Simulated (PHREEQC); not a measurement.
Make-up at 10 °C: 0.089 mol/kgw H2SeO4. Closed to the air; pH follows from the charge balance.

Model: ion-association model, wateq4f.dat, run in PHREEQC.

No solid was allowed to form.

Task: Estimate the pH, ionic strength.

Result: pH 0.99; ionic strength 0.165 mol/kgw.

Task: In which forms is Se present?

Result: HSeO4- 57 %, SeO4-2 43 % of the Se.

Species that the database lacks are ignored. Away from 25 °C the constants follow the database's enthalpies or fits; those with neither stay at their 25 °C values.
